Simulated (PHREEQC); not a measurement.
**Spent oxide etchant (model solution)**

A solution holds 0.014 mol NH4HF2, 0.05 mol H2SiF6, 0.02 mol H3PO4 and 0.0056 mol HCl per kg of water, at 20 °C. Closed to the air; pH follows from the charge balance.

The numbers come from PHREEQC with the ion-association model, phreeqc.dat.

```yaml
pH: 1.12
ionic_strength: 0.158 mol/kgw
density: 1.005 g/cm³
total_alkalinity: -340 meq/kg
```

| species | molality | activity | log γ |
|---|---|---|---|
| H+ | 0.0943 | 0.0762 | -0.093 |
| SiF6-2 | 0.0500 | 0.0163 | -0.487 |
| HF | 0.0276 | 0.0286 | 0.016 |
| H3PO4 | 0.0177 | 0.0184 | 0.016 |
| NH4+ | 0.0140 | 0.00987 | -0.152 |
| Cl- | 0.00560 | 0.00411 | -0.134 |
| H2PO4- | 0.00228 | 0.00174 | -0.118 |
| F- | 0.000376 | 0.000273 | -0.138 |
| HF2- | 3.79e-5 | 2.87e-5 | -0.120 |
| H4SiO4 | 4.55e-7 | 4.72e-7 | 0.016 |
| HPO4-2 | 4.23e-9 | 1.38e-9 | -0.487 |

This is a speciation only: nothing precipitates in the calculation. SiF6-2 is the database's only silicon fluoride.
